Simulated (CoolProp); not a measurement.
Computed with CoolProp (reference Helmholtz-energy equation of state, Lemmon 2006). It is a short technical equation, of lower accuracy than the large ones.

Question: Give the vapour pressure (MPa), liquid density (kg/m³), vapour Z, surface tension (mN/m) of saturated carbonyl sulfide at -47.15 °C.

Answer: 
| T (°C) | p (MPa) | liquid density (kg/m³) | vapour Z | surface tension (mN/m) |
|---|---|---|---|---|
| -47.15 | 0.116 | 1170 | 0.969 | 20.2 |

Surface tension comes from a separate correlation (Mulero 2012).
